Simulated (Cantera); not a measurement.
What does this Cantera script print?

```python
import numpy as np
import cantera as ct

gas_names = """
    H HNO HNO2 HNO3 HO2 H2 H2O H2O2 N NH NH2 NH3 NH2OH NO NO2 NO3 N2 N2H2 N2H4 N2O O OH O2 O3 Si SiH
    SiH2 SiH3 SiH4 SiN SiO SiO2 Si2 Si2N Si3
""".split()
cond_names = """
    H2O(s) H2O(L) Si(cr) Si(L) SiO2(Lqz) SiO2(hqz) SiO2(L) Si2N2O(s) Si3N4(a)
""".split()


def load(file, names, dense=False):
    # The tables refer to 1 bar. Condensed volumes are neglected.
    table = {s.name: s for s in ct.Species.list_from_file(file)}
    out = []
    for n in names:
        d = dict(table[n].input_data)
        d["thermo"] = dict(d["thermo"], **{"reference-pressure": 1e5})
        if dense:
            d["equation-of-state"] = {"model": "constant-volume", "density": "1e6 g/cm^3"}
        out.append(ct.Species.from_dict(d))
    return out


gas = ct.Solution(thermo="ideal-gas", species=load("nasa_gas.yaml", gas_names))
cond = {s.name: ct.Solution(thermo="fixed-stoichiometry", species=[s], name=s.name)
        for s in load("nasa_condensed.yaml", cond_names, dense=True)}
atoms = {
    'SiO2': {'Si': 1, 'O': 2},
    'H2': {'H': 2},
    'N2': {'N': 2},
}
top_T = {'Si2N2O(s)': 2100, 'Si3N4(a)': 2400}  # K; cautious upper limits of use, not melting points


def equilibrate(T, P, feed):
    n = {}
    for name, mol in feed.items():
        for a, k in atoms[name].items():
            n[a] = n.get(a, 0.0) + k * mol
    gas.TPX = T, P, n
    mass = sum(n.values()) * gas.mean_molecular_weight
    gas.equilibrate("TP")
    valid = [c for c in cond.values() if c.min_temp <= T <= top_T.get(c.name, c.max_temp)]
    mix = ct.Mixture([(gas, mass / gas.mean_molecular_weight)] + [(c, 0.0) for c in valid])
    mix.T, mix.P = T, P
    mix.equilibrate("TP", solver="vcs", rtol=1e-11, max_steps=5000)
    return mix


results = []
feed = {'SiO2': 1, 'H2': 14, 'N2': 1.4}  # mol
P = 79  # Pa
for T in [825, 850, 875, 900, 925, 950, 975]:
    mix = equilibrate(T, P, feed)
    results.append((T, P, feed, dict(zip(mix.species_names, mix.species_moles))))

top = {s: max(r[3][s] / sum(r[3][g] for g in gas_names) for r in results) for s in gas_names}
cols = sorted((s for s in top if top[s] > 1e-05), key=lambda s: -top[s])[:6]
seen = [c for c in cond_names if any(r[3].get(c, 0) > 1e-12 for r in results)]
print("log10 of partial pressures in bar; condensed amounts in mol")
print(f"{'T/K':>10s}" + "".join(f"{s[:9]:>10s}" for s in cols + seen))
for T, P, feed, n in results:
    ng = sum(n[g] for g in gas_names)
    print(f"{T:10.4g}" + "".join(f"{np.log10(max(n[s] / ng * P / 1e5, 1e-99)):10.3f}" for s in cols)
          + "".join(f"{n.get(c, 0):10.4g}" for c in seen))
```

Output:

```
log10 of partial pressures in bar; condensed amounts in mol
       T/K        H2        N2 SiO2(Lqz) SiO2(hqz) Si2N2O(s)
       825    -3.144    -4.144         1         0 9.758e-06
       850    -3.144    -4.144         0         1 1.177e-05
       875    -3.144    -4.144         0         1   1.4e-05
       900    -3.144    -4.144         0         1 1.648e-05
       925    -3.144    -4.144         0         1 1.923e-05
       950    -3.144    -4.144         0         1 2.223e-05
       975    -3.144    -4.144         0    0.9999 2.549e-05
```

Cantera equilibrium calculation (NASA polynomials, part measured and part estimated; ideal gas, pure solids and liquids). N2 is the only nitrogen source here; it is nearly inert below about 1500 K, so the nitride shown seldom forms there in practice.
